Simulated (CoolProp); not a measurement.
Values from CoolProp's reference Helmholtz-energy equation of state, Lemmon 2004. It is a short technical equation, of lower accuracy than the large ones.

Q: Give the vapour pressure (bar), enthalpy of vaporisation (kJ/kg), liquid cp (kJ/(kg K)), vapour Z of saturated n-dodecane at 402.3 K.

A: 
```
T (K)  p (bar)  enthalpy of vaporisation (kJ/kg)  liquid cp (kJ/(kg K))  vapour Z
-----  -------  --------------------------------  ---------------------  --------
402.3   0.0710                               305                   2.60     0.990
```
